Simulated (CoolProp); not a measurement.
n-perfluorohexane along the isotherm 176.85 °C: Z from the reference equation and from simpler models built on Tc = 174.9 °C, pc = 17.42 bar, ω = 0.497; each cubic takes its own stable root.

The numbers come from the reference Helmholtz-energy equation of state, Gao 2022 in CoolProp.

| p (bar) | phase | reference | van der Waals | Redlich-Kwong | Peng-Robinson |
|---|---|---|---|---|---|
| 5.44 | gas | 0.8826 | 0.9000 | 0.8868 | 0.8759 |
| 10.9 | gas | 0.7345 | 0.7737 | 0.7478 | 0.7277 |
| 16.3 | gas | 0.5032 | 0.5707 | 0.5353 | 0.5127 |
| 21.8 | supercritical | 0.2056 | 0.3159 | 0.2675 | 0.2453 |
| 27.2 | supercritical | 0.2362 | 0.3598 | 0.2985 | 0.2712 |
| 32.7 | supercritical | 0.2716 | 0.4100 | 0.3362 | 0.3043 |
| 38.1 | supercritical | 0.3072 | 0.4603 | 0.3742 | 0.3381 |
| 43.5 | supercritical | 0.3427 | 0.5106 | 0.4123 | 0.3721 |
